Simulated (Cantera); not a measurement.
# Thermodynamics of silicon nitride deposition, feed SiH₄ + NH₃ + H₂

A closed system holds: 1 mol SiH₄, 3.3 mol NH₃, 0.37 mol H₂, at 1.33 mbar.

Method: chemical equilibrium by Gibbs-energy minimisation in Cantera with the NASA 1993 tables (ideal gas, pure condensed phases). Candidate condensed phases: Si, Si₃N₄; 18 gas species. The tables' values for SiN are old estimates; treat these amounts as uncertain. Gases not in the tables: Si₂H₆ and higher silanes. Equilibrium is a limit: real reactors are often held back by kinetics, nucleation or transport.

| T (K) | x H₂ | x N₂ | x H | x Si | x SiH | x Si₂ | x Si₂N | x SiN | n Si₃N₄(s) | n Si(s) | n Si(l) |
|---|---|---|---|---|---|---|---|---|---|---|---|
| 850 | 0.882 | 0.118 | 5.27e-10 | <1e-12 | <1e-12 | <1e-12 | <1e-12 | <1e-12 | 0.333 | 0 | 0 |
| 950 | 0.882 | 0.118 | 1.43e-8 | <1e-12 | <1e-12 | <1e-12 | <1e-12 | <1e-12 | 0.333 | 0 | 0 |
| 1050 | 0.882 | 0.118 | 2.09e-7 | <1e-12 | <1e-12 | <1e-12 | <1e-12 | <1e-12 | 0.333 | 0 | 0 |
| 1150 | 0.882 | 0.118 | 1.92e-6 | <1e-12 | <1e-12 | <1e-12 | <1e-12 | <1e-12 | 0.333 | 0 | 0 |
| 1250 | 0.882 | 0.118 | 1.24e-5 | 5.37e-11 | 2.03e-11 | <1e-12 | <1e-12 | 3.11e-12 | 0.333 | 0 | 0 |
| 1350 | 0.882 | 0.118 | 6.13e-5 | 7.49e-9 | 1.64e-9 | <1e-12 | 1.51e-11 | 2.46e-10 | 0.333 | 0 | 0 |
| 1450 | 0.881 | 0.118 | 0.000243 | 5.25e-7 | 7.14e-8 | 1.05e-10 | 3.39e-9 | 1.06e-8 | 0.333 | 0 | 0 |
| 1550 | 0.881 | 0.118 | 0.000810 | 2.11e-5 | 1.90e-6 | 3.22e-8 | 3.72e-7 | 2.77e-7 | 0.333 | 0 | 0 |
| 1650 | 0.814 | 0.184 | 0.00224 | 0.000201 | 1.21e-5 | 6.77e-7 | 3.98e-6 | 2.26e-6 | 0 | 0.998 | 0 |
| 1750 | 0.810 | 0.183 | 0.00573 | 0.00113 | 4.89e-5 | 5.82e-6 | 1.54e-5 | 9.07e-6 | 0 | 0 | 0.989 |
| 1850 | 0.800 | 0.182 | 0.0132 | 0.00484 | 0.000157 | 3.38e-5 | 4.40e-5 | 2.89e-5 | 0 | 0 | 0.952 |
| 1950 | 0.776 | 0.178 | 0.0276 | 0.0179 | 0.000439 | 0.000164 | 0.000111 | 8.09e-5 | 0 | 0 | 0.823 |
x: gas mole fraction; n: condensed amount in mol.

From 850 K to 1550 K the condensed part is Si₃N₄(s). At 1650 K the condensed part is Si(s). From 1750 K to 1950 K the condensed part is Si(l).
